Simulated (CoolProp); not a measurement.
Vapour-liquid equilibrium of chloromethane (R40) (1) + isobutene (2) at 89.55 °C; x and y are mole fractions of (1).

Values from CoolProp's multi-fluid Helmholtz-energy mixture model, Thol 2014 and Lemmon 2005; pair parameters Bell 2016.

| x | bubble pressure (bar) | y at the bubble point | dew pressure at overall composition x (bar) | liquid density (mol/L) |
|---|---|---|---|---|
| 0.05 | 15.64 | 0.080 | 15.37 | 8.954 |
| 0.125 | 16.68 | 0.187 | 16.07 | 9.237 |
| 0.2 | 17.68 | 0.282 | 16.82 | 9.542 |
| 0.275 | 18.62 | 0.368 | 17.60 | 9.871 |
| 0.35 | 19.53 | 0.447 | 18.42 | ___ |
| 0.425 | 20.41 | 0.521 | 19.28 | 10.61 |
| 0.5 | 21.27 | ___ | 20.16 | 11.03 |
| 0.575 | 22.11 | ___ | ___ | 11.49 |
| 0.65 | 22.93 | ___ | ___ | 11.98 |
| 0.725 | 23.73 | 0.785 | 22.96 | 12.52 |
| 0.8 | 24.53 | 0.845 | 23.93 | 13.12 |
| 0.875 | 25.31 | 0.905 | 24.92 | 13.76 |
| 0.95 | 26.09 | ___ | 25.92 | ___ |

Task: What belongs in the gaps?

Result: 
- 0.35, liquid density (mol/L): 10.23
- 0.5, y at the bubble point: 0.591
- 0.575, y at the bubble point: 0.658
- 0.575, dew pressure at overall composition x (bar): 21.07
- 0.65, y at the bubble point: 0.723
- 0.65, dew pressure at overall composition x (bar): 22.00
- 0.95, y at the bubble point: 0.962
- 0.95, liquid density (mol/L): 14.47

No azeotrope shows between x = 0.05 and 0.95.

The pair parameters rest on a limited set of measurements; away from them the model extrapolates.
